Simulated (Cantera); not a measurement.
What does this Cantera script print?

```python
import numpy as np
import cantera as ct

gas = ct.Solution("gri30.yaml")
gas.TPX = 1125, 54000, {'CH3OH': 0.0063, 'O2': 0.028, 'N2': 1}
reactor = ct.IdealGasConstPressureReactor(gas, energy="off", clone=False)
net = ct.ReactorNet([reactor])
net.rtol, net.atol = 1e-08, 1e-18
show = ['CH3OH', 'O2', 'CH2', 'CH4', 'C2H2']
times = np.geomspace(1e-05, 30, 14)

steps = ct.SolutionArray(gas, extra=["t"])
rows = []
print(f"{'t/s':>10s}{'T/K':>9s}{'P/Pa':>11s}" + "".join(f"{s:>11s}" for s in show))
for t in times:
    while net.time < t:
        t_next = net.step()
        steps.append(gas.state, t=t_next)
    rows.append([np.interp(t, steps.t, y) for y in (steps.T, steps.P, *steps(*show).X.T)])
    print(f"{t:10.3e}{rows[-1][0]:9.1f}{rows[-1][1]:11.4g}" + "".join(f"{x:11.3e}" for x in rows[-1][2:]))
rate = np.gradient(steps.T, steps.t)
print("integrator steps:", len(steps.t))
if steps.T.max() > steps.T[0] + 200:
    print(f"time of steepest temperature rise: {steps.t[rate.argmax()]:.4e} s")
gas.TPX = 1125, 54000, {'CH3OH': 0.0063, 'O2': 0.028, 'N2': 1}
gas.equilibrate("TP")
print(f"equilibrium (TP): T = {gas.T:.1f} K  " + "  ".join(f"{s} {gas[s].X[0]:.3e}" for s in show))
```

Result:

```
       t/s      T/K       P/Pa      CH3OH         O2        CH2        CH4       C2H2
 1.000e-05   1125.0    5.4e+04  6.091e-03  2.707e-02  5.562e-12  2.460e-13  1.403e-20
 3.149e-05   1125.0    5.4e+04  6.091e-03  2.707e-02  5.562e-12  2.428e-12  4.904e-20
 9.919e-05   1125.0    5.4e+04  6.091e-03  2.707e-02  5.562e-12  2.373e-11  1.593e-19
 3.124e-04   1125.0    5.4e+04  6.091e-03  2.707e-02  5.562e-12  2.247e-10  5.066e-19
 9.839e-04   1125.0    5.4e+04  6.091e-03  2.707e-02  5.562e-12  1.939e-09  1.604e-18
 3.099e-03   1125.0    5.4e+04  6.091e-03  2.707e-02  5.562e-12  1.311e-08  5.212e-18
 9.760e-03   1125.0    5.4e+04  6.090e-03  2.707e-02  5.561e-12  5.852e-08  1.963e-17
 3.074e-02   1125.0    5.4e+04  6.088e-03  2.707e-02  5.559e-12  1.872e-07  9.609e-17
 9.681e-02   1125.0    5.4e+04  6.044e-03  2.705e-02  5.522e-12  4.535e-07  8.005e-16
 3.049e-01   1125.0    5.4e+04  4.629e-21  1.790e-02  6.908e-22  1.100e-19 -3.974e-25
 9.603e-01   1125.0    5.4e+04 -6.683e-20  1.788e-02 -1.686e-22 -5.724e-20 -1.978e-26
 3.024e+00   1125.0    5.4e+04 -1.361e-18  1.788e-02  2.408e-22  1.006e-17 -4.465e-27
 9.525e+00   1125.0    5.4e+04 -2.061e-22  1.788e-02 -3.965e-25 -1.721e-20 -1.284e-27
 3.000e+01   1125.0    5.4e+04 -5.241e-24  1.788e-02 -1.109e-29 -5.043e-24 -6.892e-28
integrator steps: 2749
equilibrium (TP): T = 1125.0 K  CH3OH 2.990e-38  O2 1.786e-02  CH2 1.864e-44  CH4 1.934e-40  C2H2 1.345e-55
```

Cantera simulation using GRI-Mech 3.0 (53 species, 325 reactions); the numbers are that mechanism's predictions, not measurements. GRI-Mech 3.0 was tuned for natural gas; its chemistry of methanol as a main component is partial and can be far from experiment.
